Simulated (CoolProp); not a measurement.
Vapour pressure (bar) of hexamethyldisiloxane (MM): the reference equation beside estimates from Tc = 518.7 K, pc = 19.31 bar, ω = 0.418. Clausius-Clapeyron is anchored at 287.5 K with a constant enthalpy of vaporisation of 37.94 kJ/mol.

Model: reference Helmholtz-energy equation of state, Thol 2016, in CoolProp.

```csv
T (K),reference,Lee-Kesler,Clausius-Clapeyron,van der Waals,Redlich-Kwong,Soave-Redlich-Kwong,Peng-Robinson
236.2,0.0008346,0.0008432,0.001009,0.2770,0.01080,0.0008690,0.001020
246.4,0.001996,0.001990,0.002244,0.3762,0.02082,0.002046,0.002342
256.7,0.004424,0.004370,…,0.5004,0.03778,0.004480,0.005017
267,0.009098,0.008937,0.009367,0.6517,0.06468,0.009134,0.01004
277.2,0.01742,0.01706,0.01757,0.8311,0.1048,0.01738,0.01879
287.5,0.03169,0.03102,0.03169,1.045,0.1634,0.03149,0.03355
297.8,0.05478,0.05369,0.05487,…,…,0.05432,0.05714
308,0.09008,0.08849,0.09114,1.579,0.3542,0.08924,0.09287
318.3,0.1430,0.1409,0.1472,1.908,0.4989,0.1417,0.1461
328.6,0.2191,0.2166,0.2307,2.280,0.6844,0.2173,0.2222
338.9,0.3251,0.3225,0.3519,2.697,0.9173,0.3230,0.3279
349.1,0.4671,0.4651,0.5215,3.158,…,0.4651,0.4694
```

Q: Fill in the missing entries.

A: 
- 256.7, Clausius-Clapeyron: 0.004718
- 297.8, van der Waals: 1.295
- 297.8, Redlich-Kwong: 0.2451
- 349.1, Redlich-Kwong: 1.201

Absolute difference from the reference over all 12 rows, mean and median: Lee-Kesler 1.3 and 1.3 %, Clausius-Clapeyron 6.1 and 4.1 %, van der Waals 7114.8 and 2730.8 %, Redlich-Kwong 488.4 and 381.5 %, Soave-Redlich-Kwong 1.1 and 0.8 %, Peng-Robinson 7.4 and 5.1 %.
